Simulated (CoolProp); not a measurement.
Vapour-liquid equilibrium of diethyl ether (1) + n-hexane (2) at 72.15 °C; x and y are mole fractions of (1).

The numbers come from the multi-fluid Helmholtz-energy mixture model, Thol 2014 and Thol 2019; pair parameters Bell 2016 in CoolProp.

```
x      bubble pressure (MPa)  y at the bubble point  dew pressure at overall composition x (MPa)  liquid density (mol/L)
-----  ---------------------  ---------------------  -------------------------------------------  ----------------------
0.05                  0.1266                  0.148                                       0.1171                   7.144
0.125                 0.1459                  0.309                                       0.1243                   7.246
0.2                   0.1637                  0.428                                       0.1323                   7.352
0.275                 0.1804                  0.522                                       0.1414                   7.462
0.35                  0.1963                  0.598                                       0.1516                   7.575
0.425                 0.2117                  0.664                                       0.1631                   7.694
0.5                   0.2267                  0.721                                       0.1762                   7.816
0.575                 0.2416                  0.773                                       0.1912                   7.943
0.65                  0.2565                  0.820                                       0.2083                   8.075
0.725                 0.2713                  0.864                                       0.2277                   8.212
0.8                   0.2863                  0.904                                       0.2500                   8.354
0.875                 0.3013                  0.942                                       0.2754                   8.501
0.95                  0.3166                  0.977                                       0.3047                   8.654
```

No azeotrope shows between x = 0.05 and 0.95.

Pair parameters are fitted to limited data, so mixtures are less certain than the pure fluids.
